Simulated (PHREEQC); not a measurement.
A solution holds 5.2 mmol/kgw Cu(BF4)2, 1.1 mmol/kgw HCl and 0.066 mmol/kgw H3BO3, at 25 °C. Closed to the air; pH follows from the charge balance.

The numbers come from PHREEQC with the ion-association model, phreeqc.dat.

No solid was allowed to form.

Q: Predict the pH.

A: pH 2.77.

Q: In which forms is F present?

A: BF4- 79 %, HF 9.6 %, BF3OH- 5.4 %, F- 4.4 %, BF2(OH)2- 1.2 % of the F.

Real BF4- forms and hydrolyses slowly; the run takes it at equilibrium.
